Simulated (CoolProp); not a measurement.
A closed Brayton cycle with dry air: compressor inlet 305.15 K and 5.6 MPa, high pressure 12.1 MPa, turbine inlet 670 K, compressor efficiency 0.89, turbine efficiency 0.93, recuperator effectiveness 0.9 (on enthalpy, no pinch check). Each further row changes one setting.

Computed with CoolProp (reference Helmholtz-energy equation of state, Lemmon 2000). It is a pseudo-pure fit of the blend.

```
case                           thermal efficiency (%)  net work (kJ/kg)  compressor to turbine work  compressor exit (K)  turbine exit (K)
-----------------------------  ----------------------  ----------------  --------------------------  -------------------  ----------------
as stated                                        28.0              42.3                        0.67                390.9             551.1
turbine inlet 620 K                              23.8              32.6                        0.73                390.9             508.8
compressor inlet 315.15 K                        26.3              39.3                        0.69                403.6             551.1
high pressure 10.3 MPa                           28.7              37.4                        0.64                371.4             574.3
recuperator effectiveness 0.5                    19.4              42.3                        0.67                390.9             551.1
```
